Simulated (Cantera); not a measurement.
Feed: 1 mol c-C4F8, 1.3 mol H2, held at 602 °C and 0.770 bar.

These are equilibrium values from Cantera (NASA tables, ideal gas, pure condensed phases), not measurements of a reactor. Candidate condensed phases: C, C6H6, C7H8, C8H18; 95 gas species. The feed counts by its element totals alone. Condensed phases not in the tables: fluorocarbon polymer. Gases not in the tables: C2F6 and larger saturated fluorocarbons. The numbers say what is thermodynamically allowed, not how fast it happens.

Base state: HF 0.658, CF4 0.342, H2F2 2.17e-5 (mole fractions); condensed: C(graphite).

Question: What changes in the equilibrium state with this change: temperature from 602 °C to 2802 °C?

Answer: 
```json
[
 {"species": "HF", "before": "0.658", "after": "0.415"},
 {"species": "F", "before": "<1e-9", "after": "0.280"},
 {"species": "CF2", "before": "<1e-9", "after": "0.255"},
 {"species": "CF4", "before": "0.342", "after": "0.00445"},
 {"species": "CF", "before": "<1e-9", "after": "0.0377"},
 {"species": "CF3", "before": "<1e-9", "after": "0.00577"},
 {"species": "C3", "before": "<1e-9", "after": "0.000883"},
 {"species": "C(graphite), mol", "before": "2.65", "after": "2.08"}
]
```
